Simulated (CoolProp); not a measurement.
Model: reference Helmholtz-energy equation of state, de Reuck 1990, in CoolProp.

**Question.** For fluorine, give the phase and the density (kg/m³), cv (kJ/(kg K)), isothermal compressibility (1/MPa) at -115.35 °C and 7.2 MPa.

**Answer.** 
- -115.35 °C and 7.2 MPa: supercritical; density 408, cv 0.761, isothermal compressibility 0.330
